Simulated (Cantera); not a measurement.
A Cantera script and what it prints.

```python
import numpy as np
import cantera as ct

gas_names = """
    AL ALCL ALCL2 ALCL3 ALH AL2 AL2CL6 CL CL2 H HCL H2
""".split()
cond_names = """
    AL(cr) AL(L) ALCL3(s) ALCL3(L)
""".split()


# ... load() reads the species with a 1 bar reference pressure and builds the phases ...
atoms = {
    'Al': {'AL': 1},
    'HCl': {'H': 1, 'CL': 1},
    'H2': {'H': 2},
}
top_T = {}  # K; cautious upper limits of use, not melting points


# ... equilibrate(T, P, feed) seeds the gas with the atoms and calls Mixture.equilibrate('TP', solver="vcs", rtol=1e-11, max_steps=5000) ...
results = []
feed = {'Al': 1, 'HCl': 2, 'H2': 9.9}  # mol
T = 1450  # K
P = 6600  # Pa
mix = equilibrate(T, P, feed)
results.append((T, P, feed, dict(zip(mix.species_names, mix.species_moles))))
x = sorted(zip(gas.X, gas.species_names), reverse=True)
print(f"T = {T:g} K  P = {P:g} Pa  gas = {mix.phase_moles(0):.4g} mol")
print("   x: " + "  ".join(f"{s} {v:.3e}" for v, s in x if v > 1e-06))
print("   condensed (mol): " + ("  ".join(f"{mix.phase(i).name} {mix.phase_moles(i):.4g}"
      for i in range(1, mix.n_phases) if mix.phase_moles(i) > 1e-12) or "none"))
```

It prints:

```
T = 1450 K  P = 6600 Pa  gas = 11.97 mol
   x: H2 9.046e-01  ALCL 4.192e-02  ALCL3 3.007e-02  HCL 1.185e-02  ALCL2 1.155e-02  H 3.501e-05
   condensed (mol): none
```

Method: chemical equilibrium by Gibbs-energy minimisation in Cantera with the NASA 1993 tables (ideal gas, pure condensed phases). The tables' values for AlCl2 are old estimates; treat these amounts as uncertain.
